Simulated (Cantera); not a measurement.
Feed: 1 mol FeS2, 2600 mol H2, held at 1525 K.

Cantera equilibrium calculation (NASA polynomials, part measured and part estimated; ideal gas, pure solids and liquids). Candidate condensed phases: Fe, FeS, FeS2, S; 8 gas species. Rates play no part.

Question: Which condensed phases are stable at each of these points (P (Pa)): 10, 36, 130, 460, 1700, 6000, 22000, 77000, 280000, 1000000?

Answer: 
```
P (Pa)   condensed phases  Fe condensed (%)
-------  ----------------  ----------------
10               gas only               0.0
36               gas only               0.0
130                 Fe(γ)              49.4
460                 Fe(γ)              85.7
1700                Fe(γ)              96.1
6000                Fe(γ)              98.9
22000               Fe(γ)              99.7
77000               Fe(γ)              99.9
280000              Fe(γ)             100.0
1000000             Fe(γ)             100.0
```

From 0.000100 bar to 0.000360 bar nothing is condensed. From 0.00130 bar to 10.0 bar the condensed part is Fe(γ).
